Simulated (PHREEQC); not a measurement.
Make-up at 25 °C: 5.7e-05 mol/kgw H3BO3, 0.00015 mol/kgw NaOH and 2.2e-05 mol/kgw LiCl. Closed to the air; pH follows from the charge balance.

Computed with PHREEQC (ion-association model, wateq4f.dat).

This is a speciation only: nothing precipitates in the calculation.

Problem. Estimate the pH.

Solution. pH 10.00.

Problem. In which forms is B present?

Solution. H2BO3- 85 %, H3BO3 15 % of the B.
